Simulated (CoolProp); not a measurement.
A simple Rankine cycle with R236FA: condensing at 328.15 K, boiler at 1.97 MPa, turbine inlet 399 K, turbine efficiency 0.8, pump efficiency 0.7, no recuperator. Each further row changes one setting.

Computed with CoolProp (reference Helmholtz-energy equation of state, Pan 2012).

| case | thermal efficiency (%) | net work (kJ/kg) | heat in (kJ/kg) | turbine exit temperature (K) | volume ratio over the turbine |
|---|---|---|---|---|---|
| as stated | 7.4 | 13.4 | 180 | 368.8 | 3.28 |
| condensing temperature 320.15 K | 8.6 | 16.4 | 191 | 363.8 | 4.12 |
| boiler pressure 1.38 MPa | 5.3 | 9.93 | 189 | 380.8 | 2.15 |
| turbine efficiency 0.7 | 6.4 | 11.5 | 180 | 370.6 | 3.31 |
